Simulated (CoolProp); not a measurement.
The fluid at 494.17 K and 0.117 MPa is throttled through a valve to 0.0236 MPa with no heat exchange. The same conditions are run with several fluids, on thermodynamics alone (safety and materials aside).

Values from CoolProp's reference Helmholtz-energy equation of state of each fluid (R365MFC: Lemmon 2016; R115: Lemmon 2016; chloromethane (R40): Thol 2014; n-butane: Bücker 2006).

Q: Rank R365MFC, R115, chloromethane (R40), n-butane by temperature change (K), highest first.

A: R115 (-0.3), n-butane (-0.5), R365MFC (-0.6), chloromethane (R40) (-0.7)

```csv
fluid,final density (kg/m³)
R365MFC,0.853
R115,0.889
chloromethane (R40),0.291
n-butane,0.335
```
